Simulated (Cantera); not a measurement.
**Thermodynamics of titanium nitride, carbide and oxide coatings, feed Ti(OiPr)₄ + O₂**

Feed: 1 mol Ti(OiPr)₄, 0.32 mol O₂, at 1330 Pa.

These are equilibrium values from Cantera (NASA tables, ideal gas, pure condensed phases), not measurements of a reactor. Candidate condensed phases: C, C₆H₆, C₇H₈, C₈H₁₈, H₂O, Ti, TiC, TiO, TiO₂, Ti₂O₃, Ti₃O₅, Ti₄O₇; 113 gas species. The feed counts by its element totals alone. TiC: taken at fixed stoichiometry. The numbers say what is thermodynamically allowed, not how fast it happens.

At 1223 K the condensed part is C(graphite) + Ti₃O₅(s). From 1298 K to 2048 K the condensed part is C(graphite) + TiC(s).

| T (K) | log p H₂ | log p CO | log p H | log p C₂H₂ (acetylene) | log p CH₄ | log p H₂O | log p CO₂ | log p CH₃ | n C(graphite) | n Ti₃O₅(s) | n TiC(s) |
|---|---|---|---|---|---|---|---|---|---|---|---|
| 1223 | -1.96 | -2.63 | -7.50 | -8.76 | -5.79 | -6.29 | -7.12 | -10.05 | 9.03 | 0.333 | 0 |
| 1298 | -2.00 | -2.48 | -6.97 | -8.25 | -6.10 | -6.51 | -7.23 | -9.77 | 6.36 | 0 | 1.00 |
| 1373 | -2.00 | -2.48 | -6.48 | -7.76 | -6.30 | -6.81 | -7.60 | -9.48 | 6.36 | 0 | 1.00 |
| 1448 | -2.00 | -2.48 | -6.04 | -7.32 | -6.48 | -7.07 | -7.93 | -9.21 | 6.36 | 0 | 1.00 |
| 1523 | -2.00 | -2.48 | -5.64 | -6.93 | -6.64 | -7.31 | -8.22 | -8.97 | 6.36 | 0 | 1.00 |
| 1598 | -2.00 | -2.48 | -5.27 | -6.57 | -6.78 | -7.53 | -8.49 | -8.75 | 6.36 | 0 | 1.00 |
| 1673 | -2.00 | -2.48 | -4.94 | -6.24 | -6.92 | -7.73 | -8.73 | -8.55 | 6.36 | 0 | 1.00 |
| 1748 | -2.00 | -2.48 | -4.64 | -5.95 | -7.04 | -7.91 | -8.95 | -8.37 | 6.36 | 0 | 1.00 |
| 1823 | -2.00 | -2.48 | -4.36 | -5.68 | -7.15 | -8.07 | -9.15 | -8.21 | 6.35 | 0 | 1.00 |
| 1898 | -2.00 | -2.48 | -4.11 | -5.43 | -7.25 | -8.23 | -9.33 | -8.06 | 6.35 | 0 | 1.00 |
| 1973 | -2.00 | -2.48 | -3.87 | -5.20 | -7.35 | -8.37 | -9.50 | -7.92 | 6.34 | 0 | 1.000 |
| 2048 | -2.01 | -2.48 | -3.65 | -4.99 | -7.44 | -8.50 | -9.65 | -7.80 | 6.33 | 0 | 1.000 |
log p: log10 of the partial pressure in bar; n: condensed amount in mol.
